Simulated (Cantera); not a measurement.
Stirred combustor or abatement burner

A perfectly stirred reactor is fed with 11.9 % CH4, 18.3 % O2, 68.7 % N2, 1.07 % H2, equivalence ratio 1.3, at 980000 Pa; it is adiabatic with a 448 K inlet, and is followed from long to short residence time, starting on the burning branch (τ in s: 0.067, 0.033, 0.017, 0.0083, 0.0041, 0.002, 0.001, 0.00051, 0.00025, 0.00013, 6.2e-05).

Detailed kinetics in Cantera: GRI-Mech 3.0 (53 species, 325 reactions).

```
τ (s)    T (K)     x CH4      x O2    x HO2   x C2H6    x C2H4    x CH2O    x N2O
-------  -----  --------  --------  -------  -------  --------  --------  -------
0.067     2151  0.000130   4.24e-5  1.67e-8  6.05e-9   6.96e-8   9.78e-7  7.60e-9
0.033     2151  0.000236   8.14e-5  3.19e-8  2.11e-8   2.39e-7   1.86e-6  1.03e-8
0.017     2151  0.000402  0.000151  5.96e-8  6.54e-8   7.26e-7   3.35e-6  1.41e-8
0.0083    2150  0.000685  0.000292  1.19e-7  2.06e-7   2.24e-6   6.20e-6  1.94e-8
0.0041    2149   0.00109  0.000554  2.36e-7  5.80e-7   6.12e-6   1.10e-5  2.51e-8
0.0020    2146   0.00162   0.00104  4.78e-7  1.50e-6   1.52e-5   1.92e-5  3.06e-8
0.0010    2139   0.00226   0.00189  9.66e-7  3.48e-6   3.33e-5   3.19e-5  3.54e-8
0.00051   2125   0.00305   0.00335  1.98e-6  7.69e-6   6.76e-5   5.15e-5  4.00e-8
0.00025   2094   0.00427   0.00626  4.59e-6  1.89e-5  0.000144   8.69e-5  4.75e-8
0.00013   2028   0.00672    0.0127  1.23e-5  5.84e-5  0.000346  0.000157  6.86e-8
6.2e-5     448     0.119     0.183   <1e-12   <1e-12    <1e-12    <1e-12   <1e-12
```
x: mole fraction; the columns are a selection and need not sum to one.
